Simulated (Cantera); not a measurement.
Thermodynamics of oxide etching and cleaning by halides, feed CuO + HF + O₂

Input: 1 mol CuO, 6.5 mol HF, 3.4 mol O₂, equilibrated at 1.00 bar.

Method: chemical equilibrium by Gibbs-energy minimisation in Cantera with the NASA 1993 tables (ideal gas, pure condensed phases). Candidate condensed phases: Cu, CuF₂, CuO, Cu(OH)₂, Cu₂O, H₂O; 27 gas species. Mutual solubility and eutectic melting of coexisting phases are not modelled. Equilibrium is a limit: real reactors are often held back by kinetics, nucleation or transport.

From 800 K to 1100 K the condensed part is CuF₂(s) + CuO(s). At 1175 K the condensed part is CuF₂(l) + CuO(s). From 1250 K to 1325 K the condensed part is CuO(s). From 1400 K to 1475 K the condensed part is Cu₂O(s). From 1550 K to 1775 K the condensed part is Cu₂O(l).

```json
[
 {"T (K)": "800", "x HF": "0.625", "x O₂": "0.352", "x CuF": "1.92e-11", "x H₂O": "0.0236", "x CuF₂": "5.40e-9", "x OH": "4.82e-10", "x Cu": "<1e-12", "x O": "<1e-12", "n CuF₂(s)": "0.228", "n CuO(s)": "0.772", "n CuF₂(l)": "0", "n Cu₂O(s)": "0", "n Cu₂O(l)": "0"},
 {"T (K)": "875", "x HF": "0.644", "x O₂": "0.347", "x CuF": "1.25e-9", "x H₂O": "0.00943", "x CuF₂": "1.50e-7", "x OH": "2.46e-9", "x Cu": "<1e-12", "x O": "1.21e-12", "n CuF₂(s)": "0.0924", "n CuO(s)": "0.908", "n CuF₂(l)": "0", "n Cu₂O(s)": "0", "n Cu₂O(l)": "0"},
 {"T (K)": "950", "x HF": "0.651", "x O₂": "0.345", "x CuF": "4.13e-8", "x H₂O": "0.00428", "x CuF₂": "2.41e-6", "x OH": "9.63e-9", "x Cu": "<1e-12", "x O": "1.87e-11", "n CuF₂(s)": "0.0422", "n CuO(s)": "0.958", "n CuF₂(l)": "0", "n Cu₂O(s)": "0", "n Cu₂O(l)": "0"},
 {"T (K)": "1025", "x HF": "0.654", "x O₂": "0.344", "x CuF": "7.99e-7", "x H₂O": "0.00219", "x CuF₂": "2.52e-5", "x OH": "3.10e-8", "x Cu": "<1e-12", "x O": "1.94e-10", "n CuF₂(s)": "0.0213", "n CuO(s)": "0.978", "n CuF₂(l)": "0", "n Cu₂O(s)": "0", "n Cu₂O(l)": "0"},
 {"T (K)": "1100", "x HF": "0.655", "x O₂": "0.344", "x CuF": "1.02e-5", "x H₂O": "0.00123", "x CuF₂": "0.000187", "x OH": "8.53e-8", "x Cu": "1.79e-12", "x O": "1.46e-9", "n CuF₂(s)": "0.0103", "n CuO(s)": "0.988", "n CuF₂(l)": "0", "n Cu₂O(s)": "0", "n Cu₂O(l)": "0"},
 {"T (K)": "1175", "x HF": "0.655", "x O₂": "0.344", "x CuF": "7.78e-5", "x H₂O": "0.00105", "x CuF₂": "0.000753", "x OH": "2.45e-7", "x Cu": "5.14e-11", "x O": "8.56e-9", "n CuF₂(s)": "0", "n CuO(s)": "0.989", "n CuF₂(l)": "0.00256", "n Cu₂O(s)": "0", "n Cu₂O(l)": "0"},
 {"T (K)": "1250", "x HF": "0.653", "x O₂": "0.343", "x CuF": "0.000348", "x H₂O": "0.00161", "x CuF₂": "0.00144", "x OH": "8.25e-7", "x Cu": "9.82e-10", "x O": "4.06e-8", "n CuF₂(s)": "0", "n CuO(s)": "0.982", "n CuF₂(l)": "0", "n Cu₂O(s)": "0", "n Cu₂O(l)": "0"},
 {"T (K)": "1325", "x HF": "0.650", "x O₂": "0.343", "x CuF": "0.00120", "x H₂O": "0.00276", "x CuF₂": "0.00216", "x OH": "2.62e-6", "x Cu": "1.33e-8", "x O": "1.61e-7", "n CuF₂(s)": "0", "n CuO(s)": "0.967", "n CuF₂(l)": "0", "n Cu₂O(s)": "0", "n Cu₂O(l)": "0"},
 {"T (K)": "1400", "x HF": "0.632", "x O₂": "0.359", "x CuF": "0.00281", "x H₂O": "0.00392", "x CuF₂": "0.00252", "x OH": "6.97e-6", "x Cu": "1.01e-7", "x O": "5.67e-7", "n CuF₂(s)": "0", "n CuO(s)": "0", "n CuF₂(l)": "0", "n Cu₂O(s)": "0.473", "n Cu₂O(l)": "0"},
 {"T (K)": "1475", "x HF": "0.628", "x O₂": "0.358", "x CuF": "0.00581", "x H₂O": "0.00565", "x CuF₂": "0.00276", "x OH": "1.70e-5", "x Cu": "6.08e-7", "x O": "1.72e-6", "n CuF₂(s)": "0", "n CuO(s)": "0", "n CuF₂(l)": "0", "n Cu₂O(s)": "0.456", "n Cu₂O(l)": "0"},
 {"T (K)": "1550", "x HF": "0.622", "x O₂": "0.357", "x CuF": "0.0104", "x H₂O": "0.00796", "x CuF₂": "0.00276", "x OH": "3.84e-5", "x Cu": "2.90e-6", "x O": "4.68e-6", "n CuF₂(s)": "0", "n CuO(s)": "0", "n CuF₂(l)": "0", "n Cu₂O(s)": "0", "n Cu₂O(l)": "0.433"},
 {"T (K)": "1625", "x HF": "0.614", "x O₂": "0.356", "x CuF": "0.0165", "x H₂O": "0.0108", "x CuF₂": "0.00256", "x OH": "8.01e-5", "x Cu": "1.12e-5", "x O": "1.16e-5", "n CuF₂(s)": "0", "n CuO(s)": "0", "n CuF₂(l)": "0", "n Cu₂O(s)": "0", "n Cu₂O(l)": "0.402"},
 {"T (K)": "1700", "x HF": "0.604", "x O₂": "0.355", "x CuF": "0.0246", "x H₂O": "0.0146", "x CuF₂": "0.00231", "x OH": "0.000158", "x Cu": "3.80e-5", "x O": "2.66e-5", "n CuF₂(s)": "0", "n CuO(s)": "0", "n CuF₂(l)": "0", "n Cu₂O(s)": "0", "n Cu₂O(l)": "0.361"},
 {"T (K)": "1775", "x HF": "0.590", "x O₂": "0.353", "x CuF": "0.0349", "x H₂O": "0.0194", "x CuF₂": "0.00205", "x OH": "0.000296", "x Cu": "0.000116", "x O": "5.69e-5", "n CuF₂(s)": "0", "n CuO(s)": "0", "n CuF₂(l)": "0", "n Cu₂O(s)": "0", "n Cu₂O(l)": "0.309"}
]
```
x: gas mole fraction; n: condensed amount in mol.
